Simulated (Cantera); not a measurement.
## Calcination and drying: Ca(OH)2 + C + O2

Feed: 1 mol Ca(OH)2, 0.79 mol C, 1.2 mol O2, held at 1948 K and 1000 Pa.

Equilibrium computed with Cantera from the NASA thermochemical tables; the gas is ideal and each condensed phase is pure. Candidate condensed phases: C, C6H6, C7H8, C8H18, Ca, CaCO3, CaO, Ca(OH)2, H2O; 115 gas species. Equilibrium is a limit: real reactors are often held back by kinetics, nucleation or transport.

| Property | Result |
|---|---|
| x(H2O) | 0.443 |
| x(CO2) | 0.349 |
| x(O2) | 0.186 |
| x(OH) | 0.0102 |
| x(CO) | 0.00686 |
| x(H2) | 0.00198 |
| x(O) | 0.00191 |
| x(H) | 0.000503 |
| x(Ca(OH)2) | 2.99e-5 |
| n(CaO(s)) | 1.000 mol |
| gas amount | 2.218 mol |
| log10 activity of Ca(l) (absent) | -10.05 |
| log10 activity of C(graphite) (absent) | -10.35 |
